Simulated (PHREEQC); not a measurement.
Dissolve 0.0017 mol NaHSO4 per kg of water at 20 °C. Closed to the air; pH follows from the charge balance.

Equilibrium calculation in PHREEQC: ion-association model, wateq4f.dat.

Precipitation was switched off in this run.

Q: Predict the pH.

A: pH 2.84.

Q: In which forms is S present?

A: SO4-2 90 %, HSO4- 9.2 %, NaSO4- 0.6 % of the S.
